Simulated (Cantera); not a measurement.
A closed system holds: 1 mol Al(CH3)3, 26 mol H2O, 250 mol N2, held at 1523.15 K and 13.3 mbar.

These are equilibrium values from Cantera (NASA tables, ideal gas, pure condensed phases), not measurements of a reactor. Candidate condensed phases: Al, AlN, Al2O3, C, C6H6, C7H8, C8H18, H2O; 148 gas species. The feed counts by its element totals alone. The numbers say what is thermodynamically allowed, not how fast it happens.

Base state: N2 0.882, H2O 0.0714, H2 0.0362, CO 0.00610, CO2 0.00448, H 3.82e-5 (mole fractions); condensed: Al2O3(s).

**Question.** What changes in the equilibrium state with this change: H2O from 26 to 4.7 mol?

**Answer.** 
```tsv
species	before	after
N2	0.882	0.953
H2	0.0362	0.0344
CO	0.00610	0.0114
H2O	0.0714	0.000679
CO2	0.00448	8.36e-5
H	3.82e-5	3.72e-5
Al2O3(s), mol	0.500	0.500
```
